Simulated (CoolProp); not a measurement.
Properties of methane along the isotherm 215 K.

Model: reference Helmholtz-energy equation of state, Setzmann 1991, in CoolProp.

```tsv
p (kPa)	phase	cp (kJ/(kg K))	speed of sound (m/s)	isothermal compressibility (1/MPa)	viscosity (µPa s)
5750	supercritical	4.763	(withheld)	0.3012	11.1
11500	supercritical	5.647	495.4	0.05302	24.0
17200	supercritical	4.246	672.6	0.01854	31.6
23000	supercritical	3.794	(withheld)	0.01093	37.1
28700	supercritical	3.570	888.4	0.007778	41.4
34500	supercritical	3.428	967.9	0.006014	(withheld)
40200	supercritical	3.333	1036	0.004921	(withheld)
46000	supercritical	3.262	1097	0.004156	52.0
```

**Question.** Complete the blanks.

**Answer.** 
- 5750, speed of sound (m/s): 324.3
- 23000, speed of sound (m/s): 794.7
- 34500, viscosity (µPa s): 45.3
- 40200, viscosity (µPa s): 48.7

Viscosity comes from a separate model (Quiñones-Cisneros 2006).
